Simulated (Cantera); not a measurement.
Feed: 1 mol CaF₂, 0.3 mol H₂, at 1827 °C and 0.100 bar.

Cantera equilibrium calculation (NASA polynomials, part measured and part estimated; ideal gas, pure solids and liquids). Candidate condensed phases: Ca, CaF₂; 15 gas species. Equilibrium is a limit: real reactors are often held back by kinetics, nucleation or transport.

Base state: H₂ 0.855, CaF₂ 0.0932, HF 0.0236, CaF 0.0155, H 0.00911, Ca 0.00403 (mole fractions); condensed: CaF₂(l).

Problem. What changes in the equilibrium state with this change: temperature from 1827 °C to 1002 °C?

Solution. 
```tsv
species	before	after
H₂	0.855	1.000
H	0.00911	2.33e-6
HF	0.0236	1.01e-6
CaF₂	0.0932	6.81e-8
CaF	0.0155	4.94e-8
Ca	0.00403	4.78e-7
CaF₂(l), mol	0.961	0
CaF₂(s), mol	0	1.00
```
